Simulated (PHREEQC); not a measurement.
Make-up at 10 °C: 0.091 mol K2SO4 and 3.2 mol MgCl2 per kg of water. Closed to the air; pH follows from the charge balance.

The numbers come from PHREEQC with the Pitzer model, pitzer.dat.

Precipitation was switched off in this run.

### Question
What activity of water does the model give?

### Answer
activity of water 0.680.

Complexes and solids missing from the database can't appear. Away from 25 °C the constants follow the database's enthalpies or fits; those with neither stay at their 25 °C values.
